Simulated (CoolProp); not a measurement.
A single-stage vapour-compression cycle with the fluid: evaporating at 246.15 K (dew point), condensing at 282.15 K (bubble point), superheat 0 K, subcooling 0 K, compressor efficiency 0.8, no pressure losses. The same conditions are run with several fluids, on thermodynamics alone (safety and materials aside).

Values from CoolProp's reference Helmholtz-energy equation of state of each fluid (CH2F2 (R32): Tillner-Roth 1997; R227EA: Lemmon 2016; ammonia: Gao 2020; R1233zd(E): Akasaka 2022; c-C4F8 (RC318): Platzer 1990; R236FA: Pan 2012). The equations of Platzer and Polt are older, rougher fits.

```json
[
 {"fluid": "CH2F2 (R32)", "cooling COP": "[?]", "pressure ratio": "3.48", "discharge temperature (K)": "329.5", "refrigerating effect (kJ/kg)": "[?]", "volumetric capacity (kJ/m³)": "2500"},
 {"fluid": "R227EA", "cooling COP": "4.46", "pressure ratio": "4.33", "discharge temperature (K)": "282.1", "refrigerating effect (kJ/kg)": "96.8", "volumetric capacity (kJ/m³)": "520"},
 {"fluid": "ammonia", "cooling COP": "4.70", "pressure ratio": "4.31", "discharge temperature (K)": "[?]", "refrigerating effect (kJ/kg)": "1190", "volumetric capacity (kJ/m³)": "1410"},
 {"fluid": "R1233zd(E)", "cooling COP": "4.86", "pressure ratio": "5.58", "discharge temperature (K)": "297.3", "refrigerating effect (kJ/kg)": "[?]", "volumetric capacity (kJ/m³)": "[?]"},
 {"fluid": "c-C4F8 (RC318)", "cooling COP": "4.43", "pressure ratio": "4.67", "discharge temperature (K)": "282.1", "refrigerating effect (kJ/kg)": "86.8", "volumetric capacity (kJ/m³)": "336"},
 {"fluid": "R236FA", "cooling COP": "4.64", "pressure ratio": "5.03", "discharge temperature (K)": "285.6", "refrigerating effect (kJ/kg)": "129", "volumetric capacity (kJ/m³)": "299"}
]
```

Q: Some entries are withheld; supply them.

A: 
- CH2F2 (R32), cooling COP: 4.62
- CH2F2 (R32), refrigerating effect (kJ/kg): 292
- ammonia, discharge temperature (K): 366.2
- R1233zd(E), refrigerating effect (kJ/kg): 175
- R1233zd(E), volumetric capacity (kJ/m³): 143

The compression ends wet for: R227EA; c-C4F8 (RC318).
